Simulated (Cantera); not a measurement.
Low-pressure radical oxidation in H2/O2

An isothermal, constant-pressure homogeneous reactor starts with H2 : O2 = 0.0053 : 1 (molar parts), at 1000 K and 730 Pa.

Model: the H2/O2 subset of GRI-Mech 3.0, which has no nitrogen chemistry, integrated in Cantera. Radical loss at walls, strong at low pressure, is not modelled.

```csv
t (s),x H2,x O2,x H2O,x OH,x O,x HO2,x H
0.000400,0.00527,0.995,<1e-12,5.54e-12,5.88e-12,1.12e-11,5.73e-12
0.00132,0.00527,0.995,9.98e-12,2.98e-11,3.61e-11,3.70e-11,1.04e-11
0.00435,0.00527,0.995,1.71e-10,1.65e-10,2.57e-10,1.23e-10,3.30e-11
0.0143,0.00527,0.995,8.00e-9,4.18e-9,7.61e-9,4.70e-10,7.18e-10
0.0473,0.00508,0.995,0.000148,6.97e-5,0.000132,7.01e-7,1.37e-5
0.156,1.41e-5,0.991,0.00510,0.000181,0.00321,6.72e-7,0.000147
0.514,5.73e-6,0.993,0.00519,0.000119,0.00149,4.59e-7,4.48e-5
1.69,1.30e-6,0.994,0.00525,5.76e-5,0.000350,2.20e-7,5.06e-6
5.58,1.71e-7,0.995,0.00527,2.16e-5,4.88e-5,6.95e-8,2.64e-7
18.4,1.98e-8,0.995,0.00528,7.57e-6,5.93e-6,1.58e-8,1.13e-8
60.7,2.66e-9,0.995,0.00528,2.85e-6,8.35e-7,3.12e-9,5.96e-10
200,4.66e-10,0.995,0.00529,1.21e-6,1.51e-7,6.72e-10,4.60e-11
```
x: mole fraction; the columns are a selection and need not sum to one.

Equilibrium at this temperature and pressure: H2 5.46e-12, O2 0.995, H2O 0.00529, OH 1.34e-7, O 1.85e-9, HO2 2.01e-10, H <1e-12 (gas phase only).
